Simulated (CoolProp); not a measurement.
Properties of CHF3 (R23) along the isobar 100 kPa (Tc = 26.1 °C, pc = 4832 kPa, ω = 0.263).

Computed with CoolProp (reference Helmholtz-energy equation of state, Penoncello 2003).

```csv
T (°C),phase,Z,cp (kJ/(kg K))
-96.95,liquid,0.003183,1.216
-75.95,gas,0.9637,0.6729
-54.85,gas,0.9764,0.6546
-33.75,gas,0.9834,0.6664
-12.75,gas,0.9878,0.6883
8.35,gas,0.9907,0.7145
29.35,gas,0.9927,0.7424
50.45,gas,0.9943,0.7712
71.55,gas,0.9954,0.8001
92.55,gas,0.9963,0.8286
113.65,gas,0.9970,0.8565
```
